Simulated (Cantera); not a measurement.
Cantera run, input and output.

```python
import numpy as np
import cantera as ct

gas = ct.Solution("gri30.yaml")
gas.TPX = 2075, 20000, {'NO': 1, 'N2': 2.1}
inlet = ct.Reservoir(gas, clone=True)

reactor = ct.IdealGasConstPressureReactor(gas, energy="off", clone=False)
exhaust = ct.Reservoir(gas, clone=True)
tau = [21, 6.7, 2.1, 0.68, 0.21, 0.068, 0.021, 0.0068, 0.0021, 0.00068][0]
for a, b in ((inlet, reactor), (reactor, exhaust)):
    ct.MassFlowController(a, b, mdot=lambda t: reactor.mass / tau)
net = ct.ReactorNet([reactor])
show = ['NO', 'O2', 'N2O', 'O', 'NO2', 'N2']

rows = []
print(f"{'tau/s':>10s}{'T/K':>9s}" + "".join(f"{s:>11s}" for s in show))
for tau in [21, 6.7, 2.1, 0.68, 0.21, 0.068, 0.021, 0.0068, 0.0021, 0.00068]:
    net.initial_time = 0.0
    net.advance(30 * tau)
    before = gas.X
    net.advance(40 * tau)
    drift = np.max(np.abs(gas.X - before) / (gas.X + 1e-9))
    rows.append([gas.T, *gas[show].X, drift])
    print(f"{tau:10.3e}{gas.T:9.1f}" + "".join(f"{x:11.3e}" for x in gas[show].X))
```

It prints:

```
     tau/s      T/K         NO         O2        N2O          O        NO2         N2
 2.100e+01   2075.0  2.962e-02  1.459e-01  5.134e-07  1.004e-03  1.685e-05  8.235e-01
 6.700e+00   2075.0  6.063e-02  1.304e-01  1.581e-06  9.528e-04  3.261e-05  8.080e-01
 2.100e+00   2075.0  1.277e-01  9.689e-02  6.592e-06  8.311e-04  5.935e-05  7.745e-01
 6.800e-01   2075.0  2.210e-01  5.033e-02  2.043e-05  6.218e-04  7.508e-05  7.279e-01
 2.100e-01   2075.0  2.887e-01  1.665e-02  3.663e-05  4.040e-04  6.088e-05  6.942e-01
 6.800e-02   2075.0  3.123e-01  4.918e-03  4.373e-05  2.868e-04  4.457e-05  6.824e-01
 2.100e-02   2075.0  3.196e-01  1.316e-03  4.483e-05  2.270e-04  3.513e-05  6.788e-01
 6.800e-03   2075.0  3.217e-01  3.126e-04  4.139e-05  1.750e-04  2.724e-05  6.778e-01
 2.100e-03   2075.0  3.223e-01  4.185e-05  3.159e-05  9.480e-05  1.479e-05  6.775e-01
 6.800e-04   2075.0  3.225e-01  3.508e-06  1.799e-05  3.199e-05  4.484e-06  6.774e-01
```

Model: GRI-Mech 3.0 (53 species, 325 reactions), integrated in Cantera.
